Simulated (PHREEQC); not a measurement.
A solution holds 0.0002 mol NaHCO3 per kg of water, at 25 °C. Closed to the air; pH follows from the charge balance.

All values are PHREEQC results (ion-association model, wateq4f.dat), not measurements.

Precipitation was switched off in this run.

**Question.** What pH, ionic strength does the model give?

**Answer.** pH 8.17; ionic strength 0.000201 mol/kgw.

**Question.** In which forms is C present?

**Answer.** HCO3- 98 %, CO2 1.5 %, CO3-2 0.7 % of the C.
